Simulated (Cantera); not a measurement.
Premixed flame

A freely propagating, adiabatic, planar premixed flame of H2 : O2 : N2 = 1 : 0.172 : 0.648 (molar parts), equivalence ratio 2.9, unburnt at 700 K and 43000 Pa; unity-Lewis-number transport, grid criteria slope 0.08 and curve 0.16, no radiation.

Cantera simulation using the H2/O2 subset of GRI-Mech 3.0, which has no nitrogen chemistry; the numbers are that mechanism's predictions, not measurements. Unity Lewis numbers drop preferential diffusion, which matters most where H2 and H carry the flame. Burning velocities carry a grid error of a few per cent, more on coarse grids.

| z (mm) | T (K) | u (m/s) | x H2 | x O2 | x H2O | x H | x OH | x H2O2 |
|---|---|---|---|---|---|---|---|---|
| -4.18 | 700 | 6.15 | 0.549 | 0.0945 | <1e-8 | <1e-8 | <1e-8 | <1e-8 |
| -2.79 | 700 | 6.15 | 0.549 | 0.0945 | 3.79e-8 | <1e-8 | <1e-8 | <1e-8 |
| -2.09 | 700 | 6.15 | 0.549 | 0.0945 | 5.55e-7 | <1e-8 | <1e-8 | <1e-8 |
| -1.39 | 700 | 6.15 | 0.549 | 0.0945 | 1.91e-5 | 9.59e-8 | <1e-8 | 1.03e-8 |
| -0.697 | 719 | 6.31 | 0.547 | 0.0933 | 0.00254 | 0.000221 | 7.41e-6 | 5.26e-7 |
| -0.349 | 858 | 7.46 | 0.525 | 0.0821 | 0.0262 | 0.00699 | 0.000138 | 4.87e-7 |
| 0 | 1185 | 10.1 | 0.417 | 0.0371 | 0.118 | 0.0591 | 0.000987 | 2.09e-7 |
| 0.349 | 1403 | 11.8 | 0.338 | 0.00519 | 0.184 | 0.0999 | 0.00150 | 1.12e-7 |
| 0.697 | 1500 | 12.6 | 0.332 | 0.000631 | 0.195 | 0.0966 | 0.00166 | 8.80e-8 |
| 1.39 | 1604 | 13.3 | 0.342 | 0.000113 | 0.197 | 0.0821 | 0.00187 | 7.46e-8 |
| 2.79 | 1716 | 14.1 | 0.353 | 7.30e-5 | 0.199 | 0.0651 | 0.00197 | 5.23e-8 |
| 5.58 | 1824 | 14.9 | 0.365 | 4.63e-5 | 0.201 | 0.0484 | 0.00186 | 3.00e-8 |
| 11.2 | 1918 | 15.5 | 0.375 | 2.49e-5 | 0.203 | 0.0338 | 0.00156 | 1.50e-8 |
x: mole fraction of selected species; z is measured from the peak of heat release.

| Property | Value |
|---|---|
| laminar burning velocity | 615 cm/s |
| thermal thickness | 1.39 mm |
| peak x(H) | 0.101 |
| peak x(OH) | 0.00197 |
| peak x(H2O2) | 6.74e-7 |
| grid points | 141 |
